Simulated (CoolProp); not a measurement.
The fluid at 429.31 K and 1.23 MPa is throttled through a valve to 0.661 MPa with no heat exchange. The same conditions are run with several fluids, on thermodynamics alone (safety and materials aside).

Computed with CoolProp (reference Helmholtz-energy equation of state of each fluid (fluoroethane (R161): Wu 2012; R115: Lemmon 2016; R507A: Lemmon 2003; carbon dioxide: Span 1996; hydrogen sulfide: Lemmon 2006)). Blends and air are pseudo-pure fits.

| fluid | temperature change (K) | final density (kg/m³) |
|---|---|---|
| fluoroethane (R161) | -4.0 | 9.27 |
| R115 | -3.1 | … |
| R507A | … | 19.0 |
| carbon dioxide | -2.6 | … |
| hydrogen sulfide | … | … |

Question: Fill in the missing entries.

Answer: 
- R115, final density (kg/m³): 29.9
- R507A, temperature change (K): -3.3
- carbon dioxide, final density (kg/m³): 8.28
- hydrogen sulfide, temperature change (K): -4.4
- hydrogen sulfide, final density (kg/m³): 6.48
